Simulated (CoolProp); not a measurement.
A single-stage vapour-compression cycle with the fluid: evaporating at 311.15 K (dew point), condensing at 338.15 K (bubble point), superheat 8 K, subcooling 5 K, compressor efficiency 0.6, no pressure losses. The same conditions are run with several fluids, on thermodynamics alone (safety and materials aside).

Model: reference Helmholtz-energy equation of state of each fluid (c-C4F8 (RC318): Platzer 1990; n-hexane: Thol 2019; R134a: Tillner-Roth 1994; tetrahydrofuran: Fiedler 2023; the fluoroketone C6F12O (FK-5-1-12): McLinden 2015; R407C: Lemmon 2003), in CoolProp. The equations of Platzer and Polt are older, rougher fits. Blends and air are pseudo-pure fits.

```tsv
fluid	cooling COP	pressure ratio	discharge temperature (K)	refrigerating effect (kJ/kg)	volumetric capacity (kJ/m³)
c-C4F8 (RC318)	5.90	2.04	341.7	79.0	…
n-hexane	6.50	2.61	347.5	319	365
R134a	5.87	1.96	355.7	140	6280
tetrahydrofuran	6.60	…	369.3	406	415
the fluoroketone C6F12O (FK-5-1-12)	6.11	2.52	338.1	73.6	622
R407C	4.64	2.11	366.5	…	8400
```

### Question
Some entries are withheld; supply them.

### Answer

- c-C4F8 (RC318), volumetric capacity (kJ/m³): 3150
- tetrahydrofuran, pressure ratio: 2.64
- R407C, refrigerating effect (kJ/kg): 139

The compression ends wet for: the fluoroketone C6F12O (FK-5-1-12).
